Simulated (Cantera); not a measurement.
## Si + Cl₂ + H₂ + NF₃ (silicon etching in halogen gases)

Input: 1 mol Si, 7.3 mol Cl₂, 1.7 mol H₂, a varied amount of NF₃, equilibrated at 825 K and 13300 Pa.

Cantera equilibrium calculation (NASA polynomials, part measured and part estimated; ideal gas, pure solids and liquids). Candidate condensed phases: NH₄Cl, Si, Si₃N₄; 49 gas species. The numbers say what is thermodynamically allowed, not how fast it happens.

| n(NF₃) (mol) | x ClF | x Cl₂ | x HCl | x HF | x N₂ | x SiF₄ | x SiCl₄ |
|---|---|---|---|---|---|---|---|
| 0.96 | 2.07e-12 | 0.508 | 0.343 | 9.57e-5 | 0.0484 | 0.0726 | 0.0282 |
| 1.5 | 1.34e-9 | 0.532 | 0.264 | 0.0455 | 0.0682 | 0.0909 | <1e-12 |
| 2 | 1.14e-8 | 0.550 | 0.117 | 0.167 | 0.0833 | 0.0833 | <1e-12 |
| 2.5 | 0.00769 | 0.558 | 2.76e-7 | 0.262 | 0.0962 | 0.0769 | <1e-12 |
| 3 | 0.114 | 0.464 | 1.44e-8 | 0.243 | 0.107 | 0.0714 | <1e-12 |
| 3.5 | 0.207 | 0.383 | 6.12e-9 | 0.227 | 0.117 | 0.0667 | <1e-12 |
| 4 | 0.287 | 0.312 | 3.36e-9 | 0.212 | 0.125 | 0.0625 | <1e-12 |
| 4.5 | 0.359 | 0.250 | 2.03e-9 | 0.200 | 0.132 | 0.0588 | <1e-12 |
| 5 | 0.422 | 0.194 | 1.27e-9 | 0.189 | 0.139 | 0.0556 | <1e-12 |
| 5.5 | 0.479 | 0.145 | 7.88e-10 | 0.179 | 0.145 | 0.0526 | <1e-12 |
| 6 | 0.530 | 0.100 | 4.67e-10 | 0.170 | 0.150 | 0.0500 | <1e-12 |
| 6.5 | 0.576 | 0.0595 | 2.44e-10 | 0.162 | 0.155 | 0.0476 | <1e-12 |
| 7 | 0.618 | 0.0228 | 8.29e-11 | 0.155 | 0.159 | 0.0455 | <1e-12 |
x: gas mole fraction; nothing condenses.

From 0.96 mol NF₃ to 7 mol NF₃ nothing is condensed. The main Si-bearing gas is SiF₄ throughout.
